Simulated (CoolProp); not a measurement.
Saturation properties of propylene glycol (Tc = 400.8 °C, pc = 72.92 bar, ω = 0.327).

The numbers come from the reference Helmholtz-energy equation of state, Eisenbach 2021 in CoolProp.

```tsv
T (°C)	p (bar)	vapour density (kg/m³)	liquid cp (kJ/(kg K))
244.25	4.565	8.601	3.691
253.35	5.621	10.52	3.747
262.45	6.864	12.78	3.806
271.65	___	___	___
280.75	10.03	___	3.935
289.85	___	22.24	4.007
298.95	___	___	4.085
308.05	16.82	31.49	___
```

Q: What belongs in the gaps?

A: 
- 271.65, p (bar): 8.336
- 271.65, vapour density (kg/m³): 15.47
- 271.65, liquid cp (kJ/(kg K)): 3.869
- 280.75, vapour density (kg/m³): 18.59
- 289.85, p (bar): 11.99
- 298.95, p (bar): 14.24
- 298.95, vapour density (kg/m³): 26.50
- 308.05, liquid cp (kJ/(kg K)): 4.172

It boils at 188.1 °C under 1 atm.
